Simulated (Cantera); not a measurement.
Feed: 1 mol (CH3)2SiCl2, 2.1 mol HCl, 91 mol H2, held at 1.33 mbar.

Cantera equilibrium calculation (NASA polynomials, part measured and part estimated; ideal gas, pure solids and liquids). Candidate condensed phases: C, C6H6, C7H8, C8H18, Si, SiC; 109 gas species. The feed counts by its element totals alone. The tables' values for SiCl are old estimates; treat these amounts as uncertain. Gases not in the tables: Si2H6 and higher silanes. Kinetics and transport are ignored.

x: gas mole fraction; n: condensed amount in mol.

```tsv
T (K)	x H2	x H	x HCl	x Si	n C(graphite)	n SiC(s)
1000	0.958	6.08e-8	0.0422	<1e-12	0.990	0.999
1100	0.958	6.93e-7	0.0422	<1e-12	0.996	1.000
1200	0.958	5.29e-6	0.0422	1.75e-12	0.999	0.999
1300	0.958	2.97e-5	0.0422	9.61e-11	1.00	0.999
1400	0.958	0.000130	0.0422	2.96e-9	1.00	0.997
1500	0.957	0.000472	0.0421	5.75e-8	1.00	0.996
1600	0.956	0.00146	0.0420	7.69e-7	1.00	0.993
1700	0.954	0.00394	0.0418	7.55e-6	0.997	0.990
1800	0.948	0.00955	0.0414	5.74e-5	0.987	0.980
1900	0.937	0.0210	0.0407	0.000351	0.985	0.942
2000	0.914	0.0426	0.0393	0.00179	1.07	0.770
2100	0.870	0.0796	0.0369	0.00780	[?]	0.0201
2200	0.811	0.139	0.0342	0.00808	[?]	0
2300	0.725	0.226	0.0301	0.00766	[?]	0
```

Q: Some entries are withheld; supply them.

A: 
- 2100, n C(graphite): 1.59
- 2200, n C(graphite): 1.38
- 2300, n C(graphite): 1.05
